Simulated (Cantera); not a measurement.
Thermodynamics of silicon etching in halogen gases, feed Si + HCl

A closed system holds: 1 mol Si, 7.1 mol HCl, at 0.133 bar.

Cantera equilibrium calculation (NASA polynomials, part measured and part estimated; ideal gas, pure solids and liquids). Candidate condensed phases: Si; 19 gas species. The tables' values for SiCl3 are old estimates; treat these amounts as uncertain. The numbers say what is thermodynamically allowed, not how fast it happens.

```tsv
T (°C)	log p HCl	log p H2	log p SiCl4	log p SiCl3
375	-1.17	-1.36	-1.66	-10.08
425	-1.17	-1.36	-1.66	-9.06
475	-1.17	-1.36	-1.66	-8.18
525	-1.17	-1.36	-1.66	-7.40
575	-1.17	-1.36	-1.66	-6.72
625	-1.17	-1.36	-1.66	-6.12
675	-1.17	-1.36	-1.66	-5.59
725	-1.17	-1.36	-1.66	-5.10
775	-1.17	-1.36	-1.66	-4.67
825	-1.17	-1.36	-1.67	-4.28
875	-1.17	-1.36	-1.67	-3.92
925	-1.17	-1.37	-1.67	-3.60
975	-1.16	-1.37	-1.68	-3.31
```
log p: log10 of the partial pressure in bar; nothing condenses.

From 375 °C to 975 °C nothing is condensed. The main Si-bearing gas is SiCl4 throughout.
